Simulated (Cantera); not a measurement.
Charge: 1 mol TEOS, 1.6 mol O3, 72 mol N2, held at 552 °C and 3300 Pa.

Cantera equilibrium calculation (NASA polynomials, part measured and part estimated; ideal gas, pure solids and liquids). Candidate condensed phases: C, C6H6, C7H8, C8H18, H2O, Si, SiC, SiO2, Si2N2O, Si3N4; 151 gas species. The feed counts by its element totals alone. Equilibrium is a limit: real reactors are often held back by kinetics, nucleation or transport.

Base state: N2 0.818, H2 0.110, CO 0.0627, CO2 0.00585, H2O 0.00287, CH4 0.000361 (mole fractions); condensed: C(graphite) + SiO2(α-quartz).

Task: What changes in the equilibrium state with this change: temperature from 552 °C to 625 °C?

Result: 
| species | before | after |
|---|---|---|
| N2 | 0.818 | 0.812 |
| H2 | 0.110 | 0.112 |
| CO | 0.0627 | 0.0739 |
| CO2 | 0.00585 | 0.00106 |
| H2O | 0.00287 | 0.000690 |
| CH4 | 0.000361 | 0.000132 |
| C(graphite), mol | 1.94 | 1.34 |
| SiO2(α-quartz), mol | 1.00 | 0 |
| SiO2(β-quartz), mol | 0 | 1.00 |
